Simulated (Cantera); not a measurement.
**Thermodynamics of hydrogen reduction and annealing atmospheres, feed Cr2O3 + H2 + N2**

Input: 1 mol Cr2O3, 3.8 mol H2, 46 mol N2, equilibrated at 22.0 mbar.

Cantera equilibrium calculation (NASA polynomials, part measured and part estimated; ideal gas, pure solids and liquids). Candidate condensed phases: Cr, CrN, Cr2N, Cr2O3, H2O; 29 gas species. Mutual solubility and eutectic melting of coexisting phases are not modelled. Kinetics and transport are ignored.

```json
[
 {"T (K)": "825", "x N2": "0.924", "x H2": "0.0763", "x H2O": "1.08e-6", "x Cr": "<1e-12", "x H": "1.48e-11", "n Cr2O3(s)": "1.000", "n Cr2N(s)": "0"},
 {"T (K)": "1025", "x N2": "0.924", "x H2": "0.0763", "x H2O": "4.82e-6", "x Cr": "1.10e-12", "x H": "8.11e-9", "n Cr2O3(s)": "1.000", "n Cr2N(s)": "0"},
 {"T (K)": "1225", "x N2": "0.924", "x H2": "0.0763", "x H2O": "1.75e-5", "x Cr": "1.05e-8", "x H": "5.80e-7", "n Cr2O3(s)": "1.000", "n Cr2N(s)": "0.000290"},
 {"T (K)": "1425", "x N2": "0.924", "x H2": "0.0762", "x H2O": "5.68e-5", "x Cr": "4.93e-6", "x H": "1.27e-5", "n Cr2O3(s)": "0.999", "n Cr2N(s)": "0.000820"},
 {"T (K)": "1625", "x N2": "0.923", "x H2": "0.0760", "x H2O": "0.000268", "x Cr": "0.000179", "x H": "0.000131", "n Cr2O3(s)": "0.996", "n Cr2N(s)": "0"},
 {"T (K)": "1825", "x N2": "0.922", "x H2": "0.0741", "x H2O": "0.00166", "x Cr": "0.00110", "x H": "0.000808", "n Cr2O3(s)": "0.972", "n Cr2N(s)": "0"},
 {"T (K)": "2025", "x N2": "0.918", "x H2": "0.0673", "x H2O": "0.00680", "x Cr": "0.00446", "x H": "0.00337", "n Cr2O3(s)": "0.880", "n Cr2N(s)": "0"}
]
```
x: gas mole fraction; n: condensed amount in mol.

From 825 K to 1025 K the condensed part is Cr2O3(s). From 1225 K to 1425 K the condensed part is Cr2N(s) + Cr2O3(s). From 1625 K to 2025 K the condensed part is Cr2O3(s).
